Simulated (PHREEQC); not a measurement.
Alkaline etch or developer: an equilibrium model

A solution holds 0.014 mol/kgw NaOH, 0.0012 mol/kgw H4SiO4 and 0.00096 mol/kgw K3PO4, at 20 °C. Closed to the air; pH follows from the charge balance.

Computed with PHREEQC (ion-association model, wateq4f.dat).

This is a speciation only: nothing precipitates in the calculation.

Task: Predict the pH, ionic strength.

Result: pH 12.22; ionic strength 0.0190 mol/kgw.

Task: In which forms is P present?

Result: PO4-3 56 %, HPO4-2 43 %, NaHPO4- 0.7 % of the P.

Complexes and solids missing from the database can't appear. H3PO4, which wateq4f.dat lacks, is added to it with the constant of phreeqc.dat.
